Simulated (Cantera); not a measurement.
An isothermal, constant-pressure homogeneous reactor starts with H2 : O2 : H2O = 0.053 : 1 : 0.033 (molar parts), at 1425 K and 20.0 Torr.

Cantera simulation using GRI-Mech 3.0 (53 species, 325 reactions); the numbers are that mechanism's predictions, not measurements. Radical loss at walls, strong at low pressure, is not modelled. The temperature is held fixed by assumption; the heat of reaction is taken as removed at once.

x: mole fraction; the columns are a selection and need not sum to one.

| t (s) | x H2 | x O2 | x HO2 | x O | x H2O |
|---|---|---|---|---|---|
| 0.000100 | 0.0488 | 0.921 | [?] | 8.29e-7 | 0.0304 |
| 0.000203 | 0.0488 | 0.921 | [?] | 1.18e-5 | 0.0304 |
| 0.000412 | 0.0449 | 0.918 | [?] | 0.00193 | 0.0331 |
| 0.000835 | 0.00156 | 0.881 | 4.81e-6 | 0.0325 | 0.0705 |
| 0.00169 | 0.00123 | 0.883 | 4.66e-6 | 0.0315 | 0.0716 |
| 0.00344 | 0.00111 | 0.886 | 4.51e-6 | 0.0282 | 0.0725 |
| 0.00697 | 0.000910 | 0.892 | 4.22e-6 | 0.0228 | 0.0740 |
| 0.0141 | 0.000629 | 0.900 | [?] | 0.0155 | 0.0760 |
| 0.0287 | 0.000338 | 0.909 | [?] | 0.00820 | 0.0780 |
| 0.0582 | 0.000137 | 0.914 | [?] | 0.00328 | 0.0795 |
| 0.118 | 4.54e-5 | 0.917 | [?] | 0.00108 | 0.0803 |
| 0.240 | 1.41e-5 | 0.918 | [?] | 0.000335 | 0.0807 |
| 0.486 | 4.54e-6 | 0.919 | [?] | 0.000108 | 0.0809 |
| 0.986 | 1.61e-6 | 0.919 | 9.57e-8 | 3.83e-5 | 0.0810 |
| 2.00 | 6.71e-7 | 0.919 | 1.00e-7 | 1.60e-5 | 0.0811 |

### Question
Some entries are withheld; supply them.

### Answer

- 0.000100, x HO2: 3.00e-7
- 0.000203, x HO2: 6.31e-7
- 0.000412, x HO2: 3.42e-6
- 0.0141, x HO2: 3.64e-6
- 0.0287, x HO2: 2.70e-6
- 0.0582, x HO2: 1.59e-6
- 0.118, x HO2: 7.39e-7
- 0.240, x HO2: 3.04e-7
- 0.486, x HO2: 1.39e-7
